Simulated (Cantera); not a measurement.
Cantera run:

```python
import numpy as np
import cantera as ct

gas_names = """
    Mg H HI
""".split()
cond_names = """
    I2(cr) I2(L) MgI2(s) MgI2(L)
""".split()


# ... load() reads the species with a 1 bar reference pressure and builds the phases ...
species = {s.name: s for s in load("nasa_gas.yaml", gas_names) + load("nasa_condensed.yaml", cond_names)}
# Each term lists the table entries of one substance; the one whose range holds T is used.
reactions = {
    'Mg(g) + I2 = MgI2':
        [(-1, ['Mg']), (-1, ['I2(cr)', 'I2(L)']), (1, ['MgI2(s)', 'MgI2(L)'])],
    'MgI2 + 2 H(g) = Mg(g) + 2 HI(g)':
        [(-1, ['MgI2(s)', 'MgI2(L)']), (-2, ['H']), (1, ['Mg']), (2, ['HI'])],
}


def pick(names, T):
    return next(species[n] for n in names if species[n].thermo.min_temp <= T <= species[n].thermo.max_temp)


results = []
for label, terms in reactions.items():
    print(label)
    print("     T/K   dH/kJ  dS/(J/K)   dG/kJ   log10 K")
    for T in [300, 350, 375, 400, 425, 450, 475, 500, 525]:
        used = [(nu, pick(names, T)) for nu, names in terms]
        dH = sum(nu * s.thermo.h(T) for nu, s in used) / 1e6
        dS = sum(nu * s.thermo.s(T) for nu, s in used) / 1e3
        dG = dH - T * dS / 1e3
        logK = -dG * 1e6 / (ct.gas_constant * T * np.log(10))
        results.append((label, T, dH, dS, dG, logK, [s.name for _, s in used]))
        print(f"{T:8g} {dH:8.1f} {dS:8.1f} {dG:8.1f} {logK:8.2f}")
```

Output:

```
Mg(g) + I2 = MgI2
     T/K   dH/kJ  dS/(J/K)   dG/kJ   log10 K
     300   -514.1   -135.1   -473.5    82.45
     350   -514.1   -135.2   -466.8    69.66
     375   -514.2   -135.4   -463.4    64.55
     400   -530.2   -176.8   -459.5    60.00
     425   -530.7   -178.1   -455.0    55.92
     450   -531.2   -179.3   -450.6    52.30
     475   -531.7   -180.4   -446.1    49.05
     500   -532.2   -181.4   -441.5    46.13
     525   -532.7   -182.3   -437.0    43.48
MgI2 + 2 H(g) = Mg(g) + 2 HI(g)
     T/K   dH/kJ  dS/(J/K)   dG/kJ   log10 K
     300    130.7    202.5     70.0   -12.18
     350    128.8    196.6     60.0    -8.95
     375    127.8    193.8     55.1    -7.68
     400    126.8    191.2     50.3    -6.57
     425    125.8    188.8     45.6    -5.60
     450    124.7    186.4     40.9    -4.74
     475    123.7    184.2     36.2    -3.98
     500    122.7    182.0     31.7    -3.31
     525    121.6    179.9     27.1    -2.70
```

Cantera with NASA thermochemical tables; ideal gases at 1 bar, condensed phases pure. Condensed species are held in their standard states even where they would react or evaporate.
